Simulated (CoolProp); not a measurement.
Saturation properties of sulfur hexafluoride.

The numbers come from the reference Helmholtz-energy equation of state, Guder 2009 in CoolProp.

```
T (°C)  p (MPa)  enthalpy of vaporisation (kJ/kg)  vapour Z  vapour viscosity (µPa s)  liquid conductivity (mW/(m K))
------  -------  --------------------------------  --------  ------------------------  ------------------------------
-40.75   0.3311                             106.8    0.9095                      12.4                            74.1
-35.35   0.4061                             104.3    0.8956                      12.7                            72.6
-29.95   0.4932                             101.7    0.8803                      13.0                            71.1
-24.55   0.5936                             98.96    0.8637                      13.3                            69.5
-19.25   0.7062                             96.10         …                      13.6                            67.9
-13.85   0.8365                             93.00    0.8263                      14.0                            66.2
-8.45    0.9838                             89.70    0.8050                      14.3                               …
-3.05     1.149                             86.15    0.7819                      14.7                            62.7
2.35      1.335                             82.32    0.7568                      15.1                            60.9
7.75      1.542                             78.15    0.7293                      15.6                            59.1
13.15     1.771                                 …    0.6992                      16.1                            57.2
18.55     2.025                             68.50    0.6659                      16.8                            55.2
23.95         …                             62.73    0.6284                      17.6                            53.2
29.25     2.609                             56.15    0.5863                      18.7                            51.1
```

Problem. Complete the blanks.

Solution. 
- -19.25, vapour Z: 0.8460
- -8.45, liquid conductivity (mW/(m K)): 64.5
- 13.15, enthalpy of vaporisation (kJ/kg): 73.58
- 23.95, p (MPa): 2.306

Viscosity comes from a separate model (Quiñones-Cisneros 2012). Thermal conductivity comes from a separate model (Assael 2012).
